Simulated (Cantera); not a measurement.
An adiabatic, constant-pressure homogeneous reactor starts with H₂ : O₂ : N₂ = 1 : 1.04 : 3.92 (molar parts), equivalence ratio 0.48, at 1400 K and 750 Torr. Integrator tolerance rtol = 1e-08.

Cantera simulation using the H2/O2 subset of GRI-Mech 3.0, which has no nitrogen chemistry; the numbers are that mechanism's predictions, not measurements.

Question: What does this change do: N2 3.92 to 7.7 parts?

Answer: 
```csv
quantity,before,after
time of steepest temperature rise,20.1 µs,33.4 µs
temperature at 0.100 s,2467 K,2113 K
equilibrium temperature,2467 K,2113 K
x(H₂) at 0.100 s,0.00284 (gas-phase equilibrium 0.00284),0.000289 (gas-phase equilibrium 0.000289)
x(O₂) at 0.100 s,0.0944 (gas-phase equilibrium 0.0944),0.0577 (gas-phase equilibrium 0.0577)
x(OH) at 0.100 s,0.0140 (gas-phase equilibrium 0.0140),0.00259 (gas-phase equilibrium 0.00259)
x(O) at 0.100 s,0.00381 (gas-phase equilibrium 0.00381),0.000367 (gas-phase equilibrium 0.000367)
x(H₂O₂) at 0.100 s,3.46e-7 (gas-phase equilibrium 3.46e-7),6.77e-8 (gas-phase equilibrium 6.77e-8)
```
